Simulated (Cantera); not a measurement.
Cantera with NASA thermochemical tables; ideal gases at 1 bar, condensed phases pure. Values are per mole of reaction as written; species without (g) are pure solids or liquids, kept so even where they would boil at 1 bar. TaC: taken at fixed stoichiometry.

4 H(g) + TaC → Ta + CH4(g)

| T (K) | ΔH° (kJ) | ΔS° (J/K) | ΔG° (kJ) | log10 K |
|---|---|---|---|---|
| 998 | -835.7 | -334.2 | -502.2 | 26.28 |
| 1098 | ? | ? | ? | ? |
| 1198 | ? | ? | ? | ? |
| 1298 | -844.2 | -341.7 | -400.7 | 16.12 |
| 1398 | -846.4 | -343.3 | -366.4 | 13.69 |
| 1498 | ? | ? | ? | ? |
| 1598 | -850.2 | -345.9 | -297.5 | 9.72 |

Task: What belongs in the gaps?

Result: 
- 1098, ΔH° (kJ): -838.9
- 1098, ΔS° (J/K): -337.2
- 1098, ΔG° (kJ): -468.6
- 1098, log10 K: 22.29
- 1198, ΔH° (kJ): -841.7
- 1198, ΔS° (J/K): -339.6
- 1198, ΔG° (kJ): -434.8
- 1198, log10 K: 18.96
- 1498, ΔH° (kJ): -848.4
- 1498, ΔS° (J/K): -344.7
- 1498, ΔG° (kJ): -332.0
- 1498, log10 K: 11.58
